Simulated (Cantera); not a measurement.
An isothermal, constant-pressure homogeneous reactor starts with C₂H₆ : N₂ = 1 : 180 (molar parts), at 1425 K and 0.523 atm. Integrator tolerance rtol = 1e-08.

Cantera simulation using GRI-Mech 3.0 (53 species, 325 reactions); the numbers are that mechanism's predictions, not measurements. GRI-Mech 3.0 stops at C3 and has no aromatics, soot or wall deposition, so with more carbon than oxygen in the feed, carbon stays in small species such as C2H2 where larger ones or solid carbon would form.

```csv
quantity,before,after
x(C₂H₆) at 50.0 s,4.37e-8 (gas-phase equilibrium 1.55e-10),2.25e-8 (gas-phase equilibrium 7.21e-12)
x(H) at 50.0 s,9.09e-7 (gas-phase equilibrium 9.84e-7),6.18e-7 (gas-phase equilibrium 6.64e-7)
x(C₂H) at 50.0 s,5.36e-10 (gas-phase equilibrium 4.96e-11),3.65e-10 (gas-phase equilibrium 1.65e-11)
x(H₂) at 50.0 s,0.0102 (gas-phase equilibrium 0.0109),0.00461 (gas-phase equilibrium 0.00496)
x(CH₃) at 50.0 s,8.87e-7 (gas-phase equilibrium 4.73e-8),6.18e-7 (gas-phase equilibrium 1.02e-8)
```

Problem. Which change was made?
A. temperature 1425 to 1698 K
B. pressure from 0.523 atm to 0.000188 atm
C. temperature 1425 to 1798 K
D. N2 180 to 400 parts

Solution. D, N2 180 to 400 parts
